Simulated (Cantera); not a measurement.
What does this Cantera script print?

```python
import numpy as np
import cantera as ct

gas_names = """
    H HO2 H2 H2O H2O2 O OH O2 O3 Si SiH SiH2 SiH3 SiH4 SiO SiO2 Si2 Si3
""".split()
cond_names = """
    H2O(s) H2O(L) Si(cr) Si(L) SiO2(Lqz) SiO2(hqz) SiO2(L)
""".split()


# ... load() reads the species with a 1 bar reference pressure and builds the phases ...
atoms = {
    'Si': {'Si': 1},
    'O2': {'O': 2},
    'H2': {'H': 2},
}
top_T = {}  # K; cautious upper limits of use, not melting points


# ... equilibrate(T, P, feed) seeds the gas with the atoms and calls Mixture.equilibrate('TP', solver="vcs", rtol=1e-11, max_steps=5000) ...
results = []
feed = {'Si': 1, 'O2': 1, 'H2': 470}  # mol
P = 35000  # Pa
for T in [1223, 1323, 1423, 1523, 1623, 1723, 1823, 1923, 2023, 2123, 2223]:
    mix = equilibrate(T, P, feed)
    results.append((T, P, feed, dict(zip(mix.species_names, mix.species_moles))))
    x = sorted(zip(gas.X, gas.species_names), reverse=True)
    print(f"T = {T:g} K  P = {P:g} Pa  gas = {mix.phase_moles(0):.4g} mol")
    print("   x: " + "  ".join(f"{s} {v:.3e}" for v, s in x if v > 1e-06))
    print("   condensed (mol): " + ("  ".join(f"{mix.phase(i).name} {mix.phase_moles(i):.4g}"
          for i in range(1, mix.n_phases) if mix.phase_moles(i) > 1e-12) or "none"))
```

Result:

```
T = 1223 K  P = 35000 Pa  gas = 470 mol
   x: H2 1.000e+00
   condensed (mol): SiO2(hqz) 0.9998
T = 1323 K  P = 35000 Pa  gas = 470 mol
   x: H2 1.000e+00  H2O 3.805e-06  SiO 3.797e-06  H 2.681e-06
   condensed (mol): SiO2(hqz) 0.9982
T = 1423 K  P = 35000 Pa  gas = 470 mol
   x: H2 9.999e-01  H2O 2.160e-05  SiO 2.159e-05  H 1.123e-05
   condensed (mol): SiO2(hqz) 0.9898
T = 1523 K  P = 35000 Pa  gas = 470.1 mol
   x: H2 9.998e-01  H2O 9.709e-05  SiO 9.708e-05  H 3.906e-05
   condensed (mol): SiO2(hqz) 0.9544
T = 1623 K  P = 35000 Pa  gas = 470.2 mol
   x: H2 9.992e-01  H2O 3.606e-04  SiO 3.605e-04  H 1.168e-04
   condensed (mol): SiO2(hqz) 0.8305
T = 1723 K  P = 35000 Pa  gas = 470.6 mol
   x: H2 9.974e-01  H2O 1.139e-03  SiO 1.139e-03  H 3.078e-04
   condensed (mol): SiO2(L) 0.4641
T = 1823 K  P = 35000 Pa  gas = 471.2 mol
   x: H2 9.950e-01  SiO 2.122e-03  H2O 2.122e-03  H 7.305e-04
   condensed (mol): none
T = 1923 K  P = 35000 Pa  gas = 471.4 mol
   x: H2 9.942e-01  SiO 2.121e-03  H2O 2.121e-03  H 1.588e-03
   condensed (mol): none
T = 2023 K  P = 35000 Pa  gas = 471.8 mol
   x: H2 9.926e-01  H 3.198e-03  SiO 2.120e-03  H2O 2.119e-03
   condensed (mol): none
T = 2123 K  P = 35000 Pa  gas = 472.4 mol
   x: H2 9.897e-01  H 6.033e-03  SiO 2.117e-03  H2O 2.115e-03  OH 1.594e-06
   condensed (mol): none
T = 2223 K  P = 35000 Pa  gas = 473.5 mol
   x: H2 9.850e-01  H 1.075e-02  SiO 2.111e-03  H2O 2.109e-03  OH 3.323e-06
   condensed (mol): none
```

Method: chemical equilibrium by Gibbs-energy minimisation in Cantera with the NASA 1993 tables (ideal gas, pure condensed phases). The tables hold silica as quartz up to 1696 K and as liquid above; real silica turns to tridymite and cristobalite and melts near 1996 K.
